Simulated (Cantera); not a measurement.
Cantera run, input and output.

```python
import numpy as np
import cantera as ct

surf = ct.Interface("ptcombust.yaml", "Pt_surf")
gas = surf.adjacent["gas"]
gas.TPX = 300, 23000, {'H2': 0.026, 'O2': 0.12, 'N2': 0.79}
jet = ct.ImpingingJet(gas=gas, width=0.065, surface=surf)
jet.inlet.mdot, jet.inlet.T, jet.inlet.X = 0.022, 300, {'H2': 0.026, 'O2': 0.12, 'N2': 0.79}
jet.set_refine_criteria(ratio=10, slope=0.2, curve=0.3)
show, cover = ['H2', 'O2', 'H2O', 'OH'], ["PT(S)", "H(S)", "O(S)", "OH(S)", "CO(S)", "C(S)"]

rows = []
print(f"{'Ts/K':>7s}" + "".join(f"{s:>11s}" for s in show + cover) + "   (gas at the wall, coverages)")
for i, Ts in enumerate([700, 750, 800, 850, 900, 950, 1000]):
    jet.surface.T = Ts
    if i == 0:
        surf.TP = Ts, 23000
        surf.coverages = "PT(S):0.5, O(S):0.5"
        surf.advance_coverages(1.0)
        jet.set_initial_guess(products="inlet")
    jet.solve(loglevel=0, auto=(i == 0))
    rows.append([*(jet.X[gas.species_index(s), -1] for s in show), *surf[cover].coverages])
    print(f"{Ts:7g}" + "".join(f"{x:11.3e}" for x in rows[-1]))
```

Result:

```
   Ts/K         H2         O2        H2O         OH      PT(S)       H(S)       O(S)      OH(S)      CO(S)       C(S)   (gas at the wall, coverages)
    700  1.254e-03  1.001e-01  5.071e-02  1.358e-10  2.903e-02  2.101e-09  9.674e-01  3.552e-03 -3.472e-23 -4.354e-31
    750  9.063e-04  9.982e-02  5.109e-02  7.910e-10  4.203e-02  5.416e-09  9.549e-01  3.088e-03  1.692e-19  2.033e-25
    800  5.886e-04  9.956e-02  5.144e-02  3.310e-09  6.901e-02  1.694e-08  9.280e-01  2.946e-03  1.905e-18  2.925e-24
    850  3.839e-04  9.941e-02  5.159e-02  1.161e-08  1.093e-01  4.922e-08  8.878e-01  2.822e-03  3.122e-20  4.959e-24
    900  2.739e-04  9.936e-02  5.158e-02  3.501e-08  1.598e-01  1.232e-07  8.376e-01  2.644e-03  2.000e-19  5.962e-22
    950  2.088e-04  9.938e-02  5.149e-02  9.506e-08  2.169e-01  2.691e-07  7.807e-01  2.426e-03  4.323e-21  2.272e-23
   1000  1.617e-04  9.966e-02  5.100e-02  2.772e-07  2.776e-01  5.238e-07  7.202e-01  2.183e-03 -3.011e-21 -7.208e-31
```

Computed with Cantera and Deutschmann's 1995 Pt surface mechanism with GRI-Mech 3.0 gas chemistry. Catalytic surfaces can have several steady states; this one follows from the mechanism file's or the stated starting coverage.
